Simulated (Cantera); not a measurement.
A closed system holds: 1 mol HCl, 3.2 mol H2, 0.082 mol O2, held at 3325 K and 1 atm.

Equilibrium computed with Cantera from the NASA thermochemical tables; the gas is ideal and each condensed phase is pure. Candidate condensed phases: H2O; 14 gas species. The numbers say what is thermodynamically allowed, not how fast it happens.

Task: What is the equilibrium state?

Result: 
| Item | Result |
|---|---|
| x(H2) | 0.497 |
| x(H) | 0.272 |
| x(HCl) | 0.145 |
| x(Cl) | 0.0532 |
| x(H2O) | 0.0249 |
| x(OH) | 0.00568 |
| x(O) | 0.00184 |
| x(O2) | 3.59e-5 |
| x(Cl2) | 1.14e-5 |
| gas amount | 5.045 mol |
